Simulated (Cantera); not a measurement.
A closed system holds: 1 mol C2H4, 0.63 mol O2, 1.6 mol H2, at 0.00280 bar.

These are equilibrium values from Cantera (NASA tables, ideal gas, pure condensed phases), not measurements of a reactor. Candidate condensed phases: C, C6H6, C7H8, C8H18, H2O; 110 gas species. The numbers say what is thermodynamically allowed, not how fast it happens. All values below are at 1973 K.

Base state: H2 0.721, CO 0.256, H 0.0217, C2H2 (acetylene) 0.000462 (mole fractions); condensed: C(graphite).

**Question.** What changes in the equilibrium state with this change: C2H4 replaced by n-butane?

**Answer.** 
| species | before | after |
|---|---|---|
| H2 | 0.721 | 0.818 |
| CO | 0.256 | 0.158 |
| H | 0.0217 | 0.0231 |
| C2H2 (acetylene) | 0.000462 | 0.000524 |
| C(graphite), mol | 0.735 | 2.73 |
